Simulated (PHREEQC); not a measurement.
Consider water at 25 °C with 0.08 mol H2SeO3 per kg of water. Closed to the air; pH follows from the charge balance.

Computed with PHREEQC (ion-association model, wateq4f.dat).

The pH is 1.96. The ionic strength is 0.0122 mol/kgw. The total alkalinity comes out as -160 meq/kg.

| species | molality | activity | log γ |
|---|---|---|---|
| H2SeO3 | 0.0678 | 0.0680 | 0.001 |
| H+ | 0.0122 | 0.0111 | -0.042 |
| HSeO3- | 0.0122 | 0.0109 | -0.049 |
| SeO3-2 | 4.89e-9 | 3.12e-9 | -0.196 |

No solid was allowed to form. Complexes and solids missing from the database can't appear.
